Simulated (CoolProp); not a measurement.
Vapour-liquid equilibrium of ethane (1) + propylene (2) at 256.5 K; x and y are mole fractions of (1).

Computed with CoolProp (multi-fluid Helmholtz-energy mixture model, Bücker 2006 and Lemmon 2013; pair parameters Bell 2016).

```csv
x,bubble pressure (MPa),y at the bubble point,dew pressure at overall composition x (MPa),liquid density (mol/L)
0.05,0.4027,0.177,0.3583,13.61
0.2,0.5775,0.492,0.4120,13.80
0.35,0.7501,0.664,0.4838,13.99
0.5,0.9240,0.777,0.5841,14.16
0.65,1.103,0.860,0.7325,14.31
0.8,1.289,0.926,0.9679,14.43
0.95,1.489,0.983,1.368,14.49
```

No azeotrope shows between x = 0.05 and 0.95.

Pair parameters are fitted to limited data, so mixtures are less certain than the pure fluids.
